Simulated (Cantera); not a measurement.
**Equilibrium for fluorocarbon and chlorocarbon gases: CH₃Cl + HCl**

Input: 1 mol CH₃Cl, 0.01 mol HCl, equilibrated at 75.0 Torr.

These are equilibrium values from Cantera (NASA tables, ideal gas, pure condensed phases), not measurements of a reactor. Candidate condensed phases: C, C₆H₆, C₇H₈, C₈H₁₈; 91 gas species. Equilibrium is a limit: real reactors are often held back by kinetics, nucleation or transport.

```csv
T (°C),log p HCl,log p H₂,log p H,log p Cl,log p C₂H₂ (acetylene),log p CH₄,log p C₂H,log p C₂HCl,n C(graphite)
675,-1.30,-1.31,-9.93,-9.94,-10.90,-3.38,<-13,<-13,0.992
875,-1.30,-1.30,-7.80,-7.85,-8.73,-4.23,<-13,-12.74,0.999
1075,-1.30,-1.30,-6.29,-6.36,-7.22,-4.84,<-13,-10.67,1.000
1275,-1.30,-1.30,-5.16,-5.26,-6.11,-5.29,-12.57,-9.13,1.000
1475,-1.30,-1.30,-4.29,-4.40,-5.25,-5.64,-10.40,-7.95,1.000
1675,-1.30,-1.30,-3.60,-3.72,-4.57,-5.92,-8.67,-7.01,0.999
1875,-1.31,-1.31,-3.03,-3.17,-4.03,-6.15,-7.28,-6.26,0.996
2075,-1.33,-1.32,-2.57,-2.72,-3.58,-6.35,-6.12,-5.64,0.989
2275,-1.37,-1.34,-2.18,-2.36,-3.22,-6.54,-5.16,-5.15,0.974
2475,-1.44,-1.39,-1.86,-2.07,-2.95,-6.77,-4.36,-4.78,0.943
```
log p: log10 of the partial pressure in bar; n: condensed amount in mol.

From 675 °C to 2475 °C the condensed part is C(graphite). The main C-bearing gas is CH₄ at 675 °C and C₂H₂ (acetylene) at 2475 °C.
